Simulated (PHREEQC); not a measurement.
1 kg of water holding 0.022 mol/kgw CaCl2 and 0.016 mol/kgw KCl is evaporated at 25 °C; the solids stay in contact with the brine. No CO2 enters from the air. The run lets Portlandite, Sylvite precipitate or redissolve, and no other solid.

Computed with PHREEQC (Pitzer model, pitzer.dat).

```json
[
 {"water left (kg)": "1", "ionic strength": "0.0820", "water activity": "0.998", "Sylvite (mol)": "0", "Ca in solution (mol/kgw)": "0.0220", "Cl in solution (mol/kgw)": "0.0600"},
 {"water left (kg)": "0.8219", "ionic strength": "0.0998", "water activity": "0.998", "Sylvite (mol)": "0", "Ca in solution (mol/kgw)": "0.0268", "Cl in solution (mol/kgw)": "0.0730"},
 {"water left (kg)": "0.5552", "ionic strength": "0.148", "water activity": "0.997", "Sylvite (mol)": "0", "Ca in solution (mol/kgw)": "0.0396", "Cl in solution (mol/kgw)": "0.108"},
 {"water left (kg)": "0.4563", "ionic strength": "0.180", "water activity": "0.997", "Sylvite (mol)": "0", "Ca in solution (mol/kgw)": "0.0482", "Cl in solution (mol/kgw)": "0.131"},
 {"water left (kg)": "0.375", "ionic strength": "0.219", "water activity": "0.996", "Sylvite (mol)": "0", "Ca in solution (mol/kgw)": "0.0587", "Cl in solution (mol/kgw)": "0.160"},
 {"water left (kg)": "0.3082", "ionic strength": "0.266", "water activity": "0.995", "Sylvite (mol)": "0", "Ca in solution (mol/kgw)": "0.0714", "Cl in solution (mol/kgw)": "0.195"},
 {"water left (kg)": "0.2082", "ionic strength": "0.394", "water activity": "0.993", "Sylvite (mol)": "0", "Ca in solution (mol/kgw)": "0.106", "Cl in solution (mol/kgw)": "0.288"},
 {"water left (kg)": "0.1711", "ionic strength": "0.479", "water activity": "0.991", "Sylvite (mol)": "0", "Ca in solution (mol/kgw)": "0.129", "Cl in solution (mol/kgw)": "0.351"},
 {"water left (kg)": "0.1407", "ionic strength": "0.583", "water activity": "0.989", "Sylvite (mol)": "0", "Ca in solution (mol/kgw)": "0.156", "Cl in solution (mol/kgw)": "0.427"},
 {"water left (kg)": "0.09502", "ionic strength": "0.863", "water activity": "0.984", "Sylvite (mol)": "0", "Ca in solution (mol/kgw)": "0.232", "Cl in solution (mol/kgw)": "0.631"},
 {"water left (kg)": "0.07809", "ionic strength": "1.05", "water activity": "0.980", "Sylvite (mol)": "0", "Ca in solution (mol/kgw)": "0.282", "Cl in solution (mol/kgw)": "0.768"},
 {"water left (kg)": "0.06418", "ionic strength": "1.28", "water activity": "0.976", "Sylvite (mol)": "0", "Ca in solution (mol/kgw)": "0.343", "Cl in solution (mol/kgw)": "0.935"},
 {"water left (kg)": "0.05275", "ionic strength": "1.55", "water activity": "0.970", "Sylvite (mol)": "0", "Ca in solution (mol/kgw)": "0.417", "Cl in solution (mol/kgw)": "1.14"},
 {"water left (kg)": "0.03564", "ionic strength": "2.30", "water activity": "0.954", "Sylvite (mol)": "0", "Ca in solution (mol/kgw)": "0.617", "Cl in solution (mol/kgw)": "1.68"},
 {"water left (kg)": "0.0293", "ionic strength": "2.80", "water activity": "0.942", "Sylvite (mol)": "0", "Ca in solution (mol/kgw)": "0.751", "Cl in solution (mol/kgw)": "2.05"},
 {"water left (kg)": "0.02407", "ionic strength": "3.41", "water activity": "0.927", "Sylvite (mol)": "0", "Ca in solution (mol/kgw)": "0.914", "Cl in solution (mol/kgw)": "2.49"},
 {"water left (kg)": "0.01627", "ionic strength": "5.04", "water activity": "0.882", "Sylvite (mol)": "0", "Ca in solution (mol/kgw)": "1.35", "Cl in solution (mol/kgw)": "3.69"},
 {"water left (kg)": "0.01337", "ionic strength": "6.13", "water activity": "0.849", "Sylvite (mol)": "0", "Ca in solution (mol/kgw)": "1.65", "Cl in solution (mol/kgw)": "4.49"},
 {"water left (kg)": "0.01099", "ionic strength": "7.46", "water activity": "0.806", "Sylvite (mol)": "0", "Ca in solution (mol/kgw)": "2.00", "Cl in solution (mol/kgw)": "5.46"},
 {"water left (kg)": "0.00903", "ionic strength": "9.08", "water activity": "0.751", "Sylvite (mol)": "0", "Ca in solution (mol/kgw)": "2.44", "Cl in solution (mol/kgw)": "6.64"},
 {"water left (kg)": "0.006093", "ionic strength": "12.3", "water activity": "0.631", "Sylvite (mol)": "0.00735", "Ca in solution (mol/kgw)": "3.61", "Cl in solution (mol/kgw)": "8.64"},
 {"water left (kg)": "0.005012", "ionic strength": "14.3", "water activity": "0.547", "Sylvite (mol)": "0.0106", "Ca in solution (mol/kgw)": "4.39", "Cl in solution (mol/kgw)": "9.86"}
]
```

Sylvite from water left = 0.007426 kg.
